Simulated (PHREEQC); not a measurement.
Model water analysis in mg/kgw, 50 °C, pH 7.23, pe -1:

```csv
constituent,mg/kgw
Na,1580
K,215
Ca,321
Mg,201
Cl,2950
S(6) as SO4,844
Alkalinity as HCO3,3.9
Fe(2),0.984
Mn(2),18.9
Sr,1.85
N(-3) as NH4,2.53
```

Cl is adjusted to close the charge balance.
Valence states are taken as typed.

All values are PHREEQC results (ion-association model, wateq4f.dat), not measurements.

Each row changes one thing in this solution. Precipitation was switched off in this run.

```
case                                               ionic strength (mol/kgw)  Ca+2 (mol/kgw)  Mg+2 (mol/kgw)  SO4-2 (mol/kgw)  MgSO4 (mol/kgw)  CaSO4 (mol/kgw)  SI of Rhodochrosite (MnCO3)  SI of Gypsum (CaSO4:2H2O)
-------------------------------------------------  ------------------------  --------------  --------------  ---------------  ---------------  ---------------  ---------------------------  -------------------------
as made                                                               0.120         0.00697         0.00652          0.00518          0.00174          0.00103                        -0.18                      -0.75
temperature from 50 to 10 °C at the same typed pH                     0.124         0.00705         0.00732          0.00611         0.000948         0.000961                        -0.51                      -0.65
Fe(2) from 0.984 to 2.95 mg/kgw                                       0.120         0.00697         0.00653          0.00518          0.00174          0.00103                        -0.18                      -0.75
all concentrations times 4 at the same typed pH                       0.467          0.0272          0.0247           0.0161          0.00836          0.00477                        +0.65                      -0.06
```

Complexes and solids missing from the database can't appear. Some of these states are supersaturated (in Rhodochrosite, for instance). At this temperature some constants are extrapolated from 25 °C, and those without enthalpy data are left unchanged.
